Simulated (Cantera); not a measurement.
Input (Python, Cantera) and output of one run.

```python
import numpy as np
import cantera as ct

gas_names = """
    N NO NO2 NO3 N2 N2O O O2 O3 Si SiN SiO SiO2 Si2 Si2N Si3
""".split()
cond_names = """
    Si(cr) Si(L) SiO2(Lqz) SiO2(hqz) SiO2(L) Si2N2O(s) Si3N4(a)
""".split()


# ... load() reads the species with a 1 bar reference pressure and builds the phases ...
atoms = {
    'Si': {'Si': 1},
    'N2O': {'N': 2, 'O': 1},
    'N2': {'N': 2},
}
top_T = {'Si2N2O(s)': 2100, 'Si3N4(a)': 2400}  # K; cautious upper limits of use, not melting points


# ... equilibrate(T, P, feed) seeds the gas with the atoms and calls Mixture.equilibrate('TP', solver="vcs", rtol=1e-11, max_steps=5000) ...
results = []
feed = {'Si': 1, 'N2O': 0.11, 'N2': 32}  # mol
T = 1098  # K
P = 13332.2  # Pa
mix = equilibrate(T, P, feed)
results.append((T, P, feed, dict(zip(mix.species_names, mix.species_moles))))
x = sorted(zip(gas.X, gas.species_names), reverse=True)
print(f"T = {T:g} K  P = {P:g} Pa  gas = {mix.phase_moles(0):.4g} mol")
print("   x: " + "  ".join(f"{s} {v:.3e}" for v, s in x if v > 1e-06))
print("   condensed (mol): " + ("  ".join(f"{mix.phase(i).name} {mix.phase_moles(i):.4g}"
      for i in range(1, mix.n_phases) if mix.phase_moles(i) > 1e-12) or "none"))
```

Result:

```
T = 1098 K  P = 13332.2 Pa  gas = 31.48 mol
   x: N2 1.000e+00
   condensed (mol): Si2N2O(s) 0.11  Si3N4(a) 0.26
```

These are equilibrium values from Cantera (NASA tables, ideal gas, pure condensed phases), not measurements of a reactor. Mutual solubility and eutectic melting of coexisting phases are not modelled.
